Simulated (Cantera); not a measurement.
A closed system holds: 1 mol PbO, 0.84 mol H2, at 130000 Pa.

Cantera equilibrium calculation (NASA polynomials, part measured and part estimated; ideal gas, pure solids and liquids). Candidate condensed phases: H2O, Pb, PbO, PbO2, Pb3O4; 12 gas species. Each liquid is taken as pure. Mutual solubility and eutectic melting of coexisting phases are not modelled. Gases not in the tables: (PbO)n polymers. The numbers say what is thermodynamically allowed, not how fast it happens.

**Question.** At 1077 °C, list the 4 most abundant gas species with their mole fractions, and the condensed phases.

**Answer.** H2O 0.995, Pb 0.00376, PbO 0.000798, H2 0.000597. Condensed: Pb(l) + PbO(l).
